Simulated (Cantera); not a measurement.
## Ignition delay

Mixture: CO : H2 : CH4 : O2 : N2 = 1 : 0.12 : 0.045 : 0.361 : 1.36 (molar parts), equivalence ratio 1.8, at 26.0 bar, adiabatic and at constant volume. Ignition delay is the time to a rise of 400 K.

Computed with Cantera and GRI-Mech 3.0 (53 species, 325 reactions). The pressure lies above the range GRI-Mech 3.0 was tuned for (to about 10 atm). Below about 1000 K GRI-Mech 3.0 lacks low-temperature oxidation paths. Below about 950 K walls govern HO2 and H2O2 in real vessels.

```tsv
T0 (K)	delay (ms)
875	44.5
975	3.24
1075	0.404
1175	0.0774
1275	0.0215
1375	0.00802
1475	0.00377
1575	0.00211
1675	0.00134
```

| Property | Result |
|---|---|
| apparent activation energy between 1475 and 1675 K | 110 kJ/mol |
